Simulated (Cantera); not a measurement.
An isothermal, constant-pressure homogeneous reactor starts with NO : N2 = 1 : 0.28 (molar parts), at 1675 K and 0.582 atm.

Detailed kinetics in Cantera: GRI-Mech 3.0 (53 species, 325 reactions).

### Question
Predict: x(NO) at 40.0 s; x(O2) at 40.0 s; x(N2) at 40.0 s; x(NO2) at 40.0 s; x(O) at 40.0 s; x(N2O) at 40.0 s.

### Answer
- x(NO) at 40.0 s: 0.193 (gas-phase equilibrium 0.00316)
- x(O2) at 40.0 s: 0.293 (gas-phase equilibrium 0.389)
- x(N2) at 40.0 s: 0.513 (gas-phase equilibrium 0.608)
- x(NO2) at 40.0 s: 0.000583 (gas-phase equilibrium 1.10e-5)
- x(O) at 40.0 s: 2.44e-5 (gas-phase equilibrium 2.79e-5)
- x(N2O) at 40.0 s: 1.34e-5 (gas-phase equilibrium 1.25e-7)
